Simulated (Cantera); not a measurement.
## Thermodynamics of iron carbonyl, mercury and lead vapours, feed Fe(CO)₅ + H₂

A closed system holds: 1 mol Fe(CO)₅, 0.48 mol H₂, at 675 °C.

Equilibrium computed with Cantera from the NASA thermochemical tables; the gas is ideal and each condensed phase is pure. Candidate condensed phases: C, C₆H₆, C₇H₈, C₈H₁₈, Fe, Fe(CO)₅, FeO, Fe(OH)₂, Fe(OH)₃, Fe₂O₃, Fe₃O₄, H₂O; 114 gas species. The tables' stoichiometric FeO is somewhat more stable than real wüstite, so its field is too wide. FeO: taken at fixed stoichiometry. Condensed phases not in the tables: cementite and carbon dissolved in iron. Rates play no part.

| P (Pa) | log p CO | log p CO₂ | log p H₂O | log p H₂ | log p CH₄ | log p HCOOH | log p C₂H₆ | n C(graphite) | n Fe(α) | n FeO(s) |
|---|---|---|---|---|---|---|---|---|---|---|
| 10 | -4.04 | -7.84 | -9.11 | -5.06 | -10.88 | <-16 | <-16 | 0.000837 | 1.00 | 0 |
| 36 | -3.48 | -6.73 | -8.00 | -4.50 | -9.77 | <-15 | <-15 | 0.00301 | 1.00 | 0 |
| 130 | -2.93 | -5.61 | -6.89 | -3.94 | -8.65 | <-14 | <-14 | 0.0108 | 1.00 | 0 |
| 460 | -2.38 | -4.52 | -5.79 | -3.39 | -7.55 | -14.04 | <-14 | 0.0377 | 1.00 | 0 |
| 1700 | -1.82 | -3.40 | -4.66 | -2.82 | -6.41 | -12.35 | <-13 | 0.132 | 1.00 | 0 |
| 6000 | -1.30 | -2.36 | -3.58 | -2.27 | -5.30 | -10.75 | -12.30 | 0.391 | 1.00 | 0 |
| 22000 | -0.81 | -1.38 | -2.52 | -1.70 | -4.16 | -9.20 | -10.59 | 0.927 | 1.00 | 0 |
| 77000 | -0.41 | -0.57 | -1.51 | -1.09 | -2.94 | -7.79 | -8.76 | 2.24 | 0 | 1.00 |
| 280000 | -0.04 | 0.15 | -0.67 | -0.61 | -1.99 | -6.58 | -7.33 | 2.64 | 0 | 1.00 |
| 1000000 | 0.28 | 0.80 | 0.05 | -0.21 | -1.19 | -5.54 | -6.13 | 2.88 | 0 | 1.00 |
log p: log10 of the partial pressure in bar; n: condensed amount in mol.

From 10.0 Pa to 22000 Pa the condensed part is C(graphite) + Fe(α). From 77000 Pa to 1000000 Pa the condensed part is C(graphite) + FeO(s).
